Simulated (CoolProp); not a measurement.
A single-stage vapour-compression cycle with isobutane: evaporating at 234.15 K (dew point), condensing at 295.15 K (bubble point), superheat 8 K, subcooling 8 K, compressor efficiency 0.85, no pressure losses. Each further row changes one setting.

Model: reference Helmholtz-energy equation of state, Bücker 2006, in CoolProp.

```csv
case,cooling COP,pressure ratio,discharge temperature (K),refrigerating effect (kJ/kg),volumetric capacity (kJ/m³)
as stated,2.70,10.6,314.2,281,249
evaporating temperature 239.15 K,3.07,8.31,312.2,288,321
condensing temperature 290.15 K,3.02,9.13,309.3,293,259
subcooling 13 K,2.81,10.6,314.2,293,259
superheat 18 K,2.72,10.6,324.4,296,251
compressor efficiency 0.75,2.38,10.6,321.8,281,249
```
